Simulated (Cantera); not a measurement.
An isothermal plug-flow reactor at 1050 K and 0.987 atm (inlet), inlet velocity 4.7 m/s, active area per volume 120 1/m; feed 0.371 % CH₄, 1.98 % O₂, 97.7 % N₂, equivalence ratio 0.38.

Computed with Cantera and Deutschmann's 1995 Pt surface mechanism with GRI-Mech 3.0 gas chemistry. Catalytic surfaces can have several steady states; this one follows from the mechanism file's or the stated starting coverage. Mass transfer to the wall is taken as infinitely fast.

Problem. Predict: x(CH₄) at z = 0.014 m; x(O₂) at z = 0.014 m; x(H₂O) at z = 0.014 m; x(CO₂) at z = 0.014 m; x(CO) at z = 0.014 m; θ(free Pt) at the exit; θ(O*) at the exit.

Solution. 
* **x(CH₄) at z = 0.014 m**: 0.00336
* **x(O₂) at z = 0.014 m**: 0.0191
* **x(H₂O) at z = 0.014 m**: 0.000700
* **x(CO₂) at z = 0.014 m**: 0.000347
* **x(CO) at z = 0.014 m**: 2.85e-6
* **θ(free Pt) at the exit**: 0.358
* **θ(O*) at the exit**: 0.641
